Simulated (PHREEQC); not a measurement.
A solution holds 0.12 mol/kgw HF, 0.034 mol/kgw (CH3)4NF and 0.016 mol/kgw H2SO4, at 25 °C. Closed to the air; pH follows from the charge balance.

Computed with PHREEQC (ion-association model, wateq4f.dat).

```csv
quantity,before,after
pH,2.15,2.23
HF (mol/kgw),0.0914,0.110
H2F2 (mol/kgw),0.0220,0.0124
SO4-2 (mol/kgw),0.0116,0.0103
F- (mol/kgw),0.0109,0.00988
```

Q: Name the change that produced these shifts.
A) temperature from 25 to 50 °C
B) 0.0076 mol/kgw NH4F added
C) (CH3)4NF replaced by AgF at the same molality
D) (CH3)4NF from 0.034 to 0.0034 mol/kgw
E) 0.0014 mol/kgw H3PO4 added

A: A, temperature from 25 to 50 °C

This is a speciation only: nothing precipitates in the calculation. (CH3)4N+ isn't in the database: it is added as a free cation with an ion size of 4 Å. wateq4f.dat counts part of the HF as a dimer, H2F2, which phreeqc.dat doesn't know; its constant is uncertain. Constants without temperature data keep their 25 °C values here.
